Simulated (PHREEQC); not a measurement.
Solution (20 °C): 0.23 mol Na2S and 9.9e-05 mol K3PO4 per kg of water. Closed to the air; pH follows from the charge balance.

All values are PHREEQC results (ion-association model, wateq4f.dat), not measurements.

```tsv
quantity	before	after
pH	12.86	12.11
ionic strength (mol/kgw)	0.611	0.608
HS- (mol/kgw)	0.0792	0.0824
H2S (mol/kgw)	5.96e-8	1.80e-7
```

Task: Which change was made?
A. K3PO4 replaced by K2SiO3 at the same molality
B. Na2S from 0.23 to 0.046 mol/kgw
C. temperature from 20 to 60 °C
D. temperature from 20 to 45 °C
E. Na2S from 0.23 to 0.207 mol/kgw

Result: D, temperature from 20 to 45 °C

Precipitation was switched off in this run. With this much S-2 the pH rests on the database's HS-/S-2 constant; if that pK is higher, the solution is more alkaline. H3PO4, which wateq4f.dat lacks, is added to it with the constant of phreeqc.dat. Constants without temperature data keep their 25 °C values here. The database's pK near 12.9 for HS-/S-2 is now thought far too low, so its S-2 is overstated.
